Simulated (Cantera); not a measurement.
An isothermal, constant-pressure homogeneous reactor starts with CO : O2 : H2O : N2 = 0.0011 : 0.041 : 0.0076 : 1 (molar parts), at 850 K and 9.87 atm.

Detailed kinetics in Cantera: GRI-Mech 3.0 (53 species, 325 reactions).

x: mole fraction; the columns are a selection and need not sum to one.

```json
[
 {"t (s)": "2.00e-6", "x CO": "0.00105", "x O2": "0.0391", "x H2O": "0.00724", "x NO2": "<1e-12", "x H2O2": "<1e-12"},
 {"t (s)": "8.25e-6", "x CO": "0.00105", "x O2": "0.0391", "x H2O": "0.00724", "x NO2": "<1e-12", "x H2O2": "<1e-12"},
 {"t (s)": "3.40e-5", "x CO": "0.00105", "x O2": "0.0391", "x H2O": "0.00724", "x NO2": "<1e-12", "x H2O2": "<1e-12"},
 {"t (s)": "0.000140", "x CO": "0.00105", "x O2": "0.0391", "x H2O": "0.00724", "x NO2": "<1e-12", "x H2O2": "<1e-12"},
 {"t (s)": "0.000579", "x CO": "0.00105", "x O2": "0.0391", "x H2O": "0.00724", "x NO2": "<1e-12", "x H2O2": "<1e-12"},
 {"t (s)": "0.00239", "x CO": "0.00105", "x O2": "0.0391", "x H2O": "0.00724", "x NO2": "<1e-12", "x H2O2": "<1e-12"},
 {"t (s)": "0.00985", "x CO": "0.00105", "x O2": "0.0391", "x H2O": "0.00724", "x NO2": "<1e-12", "x H2O2": "<1e-12"},
 {"t (s)": "0.0406", "x CO": "0.00105", "x O2": "0.0391", "x H2O": "0.00724", "x NO2": "<1e-12", "x H2O2": "<1e-12"},
 {"t (s)": "0.168", "x CO": "0.00105", "x O2": "0.0391", "x H2O": "0.00724", "x NO2": "<1e-12", "x H2O2": "6.73e-12"},
 {"t (s)": "0.691", "x CO": "0.00105", "x O2": "0.0391", "x H2O": "0.00724", "x NO2": "<1e-12", "x H2O2": "1.92e-10"},
 {"t (s)": "2.85", "x CO": "0.00105", "x O2": "0.0391", "x H2O": "0.00724", "x NO2": "<1e-12", "x H2O2": "…"},
 {"t (s)": "11.8", "x CO": "0.00103", "x O2": "0.0390", "x H2O": "0.00724", "x NO2": "<1e-12", "x H2O2": "…"},
 {"t (s)": "48.5", "x CO": "0.000911", "x O2": "0.0390", "x H2O": "0.00724", "x NO2": "<1e-12", "x H2O2": "…"},
 {"t (s)": "200", "x CO": "0.000573", "x O2": "0.0388", "x H2O": "0.00724", "x NO2": "<1e-12", "x H2O2": "…"}
]
```

What belongs in the gaps?


- 2.85, x H2O2: 3.62e-9
- 11.8, x H2O2: 2.85e-8
- 48.5, x H2O2: 3.41e-8
- 200, x H2O2: 2.18e-8
